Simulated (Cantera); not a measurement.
## Pyrogenic steam for wet oxidation

An isothermal, constant-pressure homogeneous reactor starts with 6.59 % H₂, 5.49 % O₂, 87.9 % N₂, equivalence ratio 0.60, at 900 K and 19000 Pa.

Model: the H2/O2 subset of GRI-Mech 3.0, which has no nitrogen chemistry, integrated in Cantera. Below about 950 K walls govern HO2 and H2O2 in real vessels. The temperature is held fixed by assumption; the heat of reaction is taken as removed at once.

```csv
t (s),x H₂,x O₂,x H,x HO₂,x OH
0.000100,0.0659,0.0549,2.36e-12,2.62e-12,<1e-12
0.000246,0.0659,0.0549,6.88e-12,7.44e-12,<1e-12
0.000605,0.0659,0.0549,2.99e-11,2.81e-11,<1e-12
0.00149,0.0659,0.0549,4.13e-10,3.19e-10,1.39e-11
0.00366,0.0659,0.0549,1.71e-7,1.25e-7,5.80e-9
0.00902,0.0120,0.0291,0.00355,7.17e-6,0.000320
0.0222,0.00132,0.0234,2.52e-5,4.64e-6,2.19e-5
0.0546,0.000585,0.0230,3.18e-6,3.44e-6,6.50e-6
0.134,0.000297,0.0229,5.62e-7,2.49e-6,2.30e-6
0.330,0.000166,0.0228,1.10e-7,1.75e-6,8.10e-7
0.813,9.40e-5,0.0228,3.04e-8,1.19e-6,3.90e-7
2.00,4.39e-5,0.0227,8.23e-9,6.80e-7,2.22e-7
```
x: mole fraction; the columns are a selection and need not sum to one.

Equilibrium at this temperature and pressure: H₂ 3.34e-12, O₂ 0.0227, H <1e-12, HO₂ 1.62e-11, OH 9.44e-9 (gas phase only).
